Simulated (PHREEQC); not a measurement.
2.4 g of hydrous ferric oxide (600 m²/g; 0.2 weak and 0.005 strong sites per Fe, Dzombak-Morel constants, diffuse double layer) in 1 kg of water with 0.005 mol/kgw of an inert sodium salt and 10 mmol/kgw NiCl2, 0.59 mmol/kgw Ag2SO4 and 0.022 mmol/kgw PbCl2, at 25 °C; the pH is set by adding NaOH or the inert anion's acid. Oxygen is held at 0.21 atm. No CO2 enters from the air. Nothing may precipitate in this run.

All values are PHREEQC results (ion-association model, wateq4f.dat), not measurements.

| pH | Ni sorbed (%) | S sorbed (%) | Ag sorbed (%) | Pb sorbed (%) | surface charge σ (C/m²) | surface potential ψ (mV) |
|---|---|---|---|---|---|---|
| 4 | 0.1 | 99.9 | 0.0 | 88.4 | 0.223 | 154 |
| 4.5 | 0.4 | 99.8 | 0.0 | 97.9 | 0.177 | 142 |
| 5 | 1.1 | 99.3 | 0.0 | 99.2 | 0.130 | 127 |
| 5.5 | 2.7 | 97.5 | 0.0 | … | 0.091 | 110 |
| 6 | 9.7 | 93.4 | 0.0 | 99.6 | 0.069 | 97 |
| 6.5 | 20.9 | … | 0.1 | 99.7 | 0.067 | … |
| 7 | 28.6 | 89.5 | 0.1 | 99.7 | 0.073 | 102 |
| 7.5 | 32.7 | … | 0.1 | 99.7 | 0.077 | 105 |
| 8 | 34.3 | 65.8 | 0.1 | 99.6 | 0.079 | 107 |
| 8.5 | 34.4 | 43.0 | 0.2 | 99.2 | 0.082 | 108 |
| 9 | 34.1 | 21.7 | 0.2 | 97.8 | 0.082 | 108 |
| 9.5 | 33.1 | 8.2 | 0.2 | 93.7 | 0.074 | 104 |
| 10 | 31.3 | 1.9 | 0.5 | 89.3 | 0.052 | 89 |
| 10.5 | 29.5 | … | 1.4 | 87.5 | 0.029 | 61 |
| 11 | 28.0 | 0.0 | 5.3 | 84.3 | 0.012 | 28 |
| 11.5 | 26.0 | 0.0 | 19.3 | 72.6 | -0.004 | -10 |
| 12 | 22.3 | 0.0 | 50.9 | 43.6 | -0.029 | -50 |

**Question.** Some entries are withheld; supply them.

**Answer.** 
- 5.5, Pb sorbed (%): 99.4
- 6.5, S sorbed (%): 91.4
- 6.5, surface potential ψ (mV): 98
- 7.5, S sorbed (%): 81.9
- 10.5, S sorbed (%): 0.2

Along this series the solution becomes supersaturated in solids that the run did not let form, among them Ni(OH)2, Ni4(OH)6SO4, Cerargyrite, Ag2O.
